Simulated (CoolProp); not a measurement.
Vapour-liquid equilibrium of CF4 (R14) (1) + CHF3 (R23) (2) at 0.149 MPa; x and y are mole fractions of (1).

Model: multi-fluid Helmholtz-energy mixture model, Platzer 1990 and Penoncello 2003; pair parameters Bell 2016, in CoolProp. This equation is an older, rougher fit; its heat capacities, sound speeds and derivatives of the liquid may be far off and weren't checked against measurements.

```json
[
 {"x": "0.05", "bubble temperature, mixture model (K)": "177.2", "bubble temperature, Raoult's law (K)": "190.7", "y, mixture model": "0.722", "y, Raoult's law": "0.368"},
 {"x": "0.15", "bubble temperature, mixture model (K)": "160.0", "bubble temperature, Raoult's law (K)": "180.0", "y, mixture model": "0.931", "y, Raoult's law": "0.709"},
 {"x": "0.25", "bubble temperature, mixture model (K)": "155.1", "bubble temperature, Raoult's law (K)": "172.8", "y, mixture model": "0.957", "y, Raoult's law": "0.846"},
 {"x": "0.35", "bubble temperature, mixture model (K)": "153.5", "bubble temperature, Raoult's law (K)": "167.5", "y, mixture model": "0.964", "y, Raoult's law": "0.910"},
 {"x": "0.45", "bubble temperature, mixture model (K)": "153.2", "bubble temperature, Raoult's law (K)": "163.4", "y, mixture model": "0.966", "y, Raoult's law": "0.945"},
 {"x": "0.55", "bubble temperature, mixture model (K)": "153.1", "bubble temperature, Raoult's law (K)": "160.2", "y, mixture model": "0.966", "y, Raoult's law": "0.966"},
 {"x": "0.65", "bubble temperature, mixture model (K)": "153.1", "bubble temperature, Raoult's law (K)": "157.5", "y, mixture model": "0.966", "y, Raoult's law": "0.979"},
 {"x": "0.75", "bubble temperature, mixture model (K)": "152.8", "bubble temperature, Raoult's law (K)": "155.2", "y, mixture model": "0.968", "y, Raoult's law": "0.988"},
 {"x": "0.85", "bubble temperature, mixture model (K)": "152.3", "bubble temperature, Raoult's law (K)": "153.3", "y, mixture model": "0.974", "y, Raoult's law": "0.994"},
 {"x": "0.95", "bubble temperature, mixture model (K)": "151.4", "bubble temperature, Raoult's law (K)": "151.6", "y, mixture model": "0.988", "y, Raoult's law": "0.998"}
]
```

The largest gap from Raoult's law is -20.0 K in bubble temperature, at x = 0.15. No azeotrope shows between x = 0.05 and 0.95.

Pair parameters are fitted to limited data, so mixtures are less certain than the pure fluids. With so large a gap from Raoult's law the liquid may split in two, which this calculation doesn't test in full.
